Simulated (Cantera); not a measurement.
What does this Cantera script print?

```python
import numpy as np
import cantera as ct

gas_names = """
    S2 F2
""".split()
cond_names = """
    Pb(L) PbF2(L) PbS(s)
""".split()


# ... load() reads the species with a 1 bar reference pressure and builds the phases ...
species = {s.name: s for s in load("nasa_gas.yaml", gas_names) + load("nasa_condensed.yaml", cond_names)}
T = 1325
g = {n: (s.thermo.h(T) - T * s.thermo.s(T)) / (ct.gas_constant * T * np.log(10)) for n, s in species.items()}
valid = cond_names  # the entries whose range holds T


def stable(la, lb):
    # potentials (over RT ln 10) of the two non-metals from log10 p(S2) and log10 p(F2) in bar
    mu = {}
    mu["S"] = (g["S2"] + la) / 2
    mu["F"] = (g["F2"] + lb) / 2
    cost = {}
    for n in valid:
        c = species[n].composition
        cost[n] = (g[n] - sum(c.get(e, 0) * m for e, m in mu.items())) / c["Pb"]
    return min(cost, key=cost.get)


results = []
for lb in [0, -1.8, -3.6, -5.4, -7.1, -8.9, -10.7, -12.5, -14.3, -16.1, -17.9, -19.6, -21.4, -23.2, -25]:
    row = [stable(la, lb) for la in [-15, -14.2, -13.3, -12.5, -11.7, -10.8, -10, -9.2, -8.3, -7.5, -6.7, -5.8, -5, -4.2, -3.3, -2.5, -1.7, -0.8, 0]]
    results.append(row)
    print(f"{lb:6.1f}  " + " ".join(f"{valid.index(n):x}" for n in row))
print("key: " + ", ".join(f"{i:x} {n}" for i, n in enumerate(valid)))
```

Result:

```
   0.0  1 1 1 1 1 1 1 1 1 1 1 1 1 1 1 1 1 1 1
  -1.8  1 1 1 1 1 1 1 1 1 1 1 1 1 1 1 1 1 1 1
  -3.6  1 1 1 1 1 1 1 1 1 1 1 1 1 1 1 1 1 1 1
  -5.4  1 1 1 1 1 1 1 1 1 1 1 1 1 1 1 1 1 1 1
  -7.1  1 1 1 1 1 1 1 1 1 1 1 1 1 1 1 1 1 1 1
  -8.9  1 1 1 1 1 1 1 1 1 1 1 1 1 1 1 1 1 1 1
 -10.7  1 1 1 1 1 1 1 1 1 1 1 1 1 1 1 1 1 1 1
 -12.5  1 1 1 1 1 1 1 1 1 1 1 1 1 1 1 1 1 1 1
 -14.3  1 1 1 1 1 1 1 1 1 1 1 1 1 1 1 1 1 1 1
 -16.1  1 1 1 1 1 1 1 1 1 1 1 1 1 1 1 1 1 1 1
 -17.9  1 1 1 1 1 1 1 1 1 1 1 1 1 1 1 1 1 1 2
 -19.6  0 0 0 0 0 0 0 0 0 0 0 0 0 0 2 2 2 2 2
 -21.4  0 0 0 0 0 0 0 0 0 0 0 0 0 0 2 2 2 2 2
 -23.2  0 0 0 0 0 0 0 0 0 0 0 0 0 0 2 2 2 2 2
 -25.0  0 0 0 0 0 0 0 0 0 0 0 0 0 0 2 2 2 2 2
key: 0 Pb(L), 1 PbF2(L), 2 PbS(s)
```

Standard-state values (1 bar) from the NASA 1993 polynomials, evaluated with Cantera. Part of the grid cannot be reached: there another gas would pass 10 bar, or a non-metal would condense.
